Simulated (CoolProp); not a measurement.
Vapour-liquid equilibrium of R143a (1) + R134a (2) at 421 kPa; x and y are mole fractions of (1).

Values from CoolProp's multi-fluid Helmholtz-energy mixture model, Lemmon and Jacobsen 2000 and Tillner-Roth 1994; pair parameters Lemmon 2004.

| x | bubble temperature, mixture model (K) | bubble temperature, Raoult's law (K) | y, mixture model | y, Raoult's law |
|---|---|---|---|---|
| 0.05 | 282.2 | 282.1 | 0.089 | 0.096 |
| 0.2 | 278.1 | 277.9 | 0.320 | 0.341 |
| 0.35 | 274.4 | 274.1 | 0.507 | 0.531 |
| 0.5 | ? | 270.7 | 0.660 | 0.682 |
| 0.65 | 267.8 | 267.6 | 0.785 | 0.802 |
| 0.8 | ? | 264.7 | 0.888 | 0.899 |
| 0.95 | 262.2 | 262.1 | ? | 0.977 |

### Question
Complete the blanks.

### Answer

- 0.5, bubble temperature, mixture model (K): 271.0
- 0.8, bubble temperature, mixture model (K): 264.9
- 0.95, y, mixture model: 0.974

The largest gap from Raoult's law is +0.3 K in bubble temperature, at x = 0.35. No azeotrope shows between x = 0.05 and 0.95.

Pair parameters are fitted to limited data, so mixtures are less certain than the pure fluids.
